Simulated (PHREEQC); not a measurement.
Make-up at 25 °C: 0.022 mol TMAH, 8.3e-05 mol H3BO3 and 0.019 mol K3PO4 per kg of water. Closed to the air; pH follows from the charge balance.

The numbers come from PHREEQC with the ion-association model, phreeqc.dat.

| quantity | before | after |
|---|---|---|
| pH | 12.28 | 11.83 |
| ionic strength (mol/kgw) | 0.128 | 0.0954 |

Q: Which change was made?
A. 0.0058 mol/kgw Na2SO4 added
B. H3BO3 from 8.3e-05 to 0.000124 mol/kgw
C. temperature from 25 to 5 °C
D. TMAH left out
E. temperature from 25 to 35 °C

A: D, TMAH left out

Precipitation was switched off in this run. (CH3)4N+ isn't in the database: it is added as a free cation with an ion size of 4 Å.
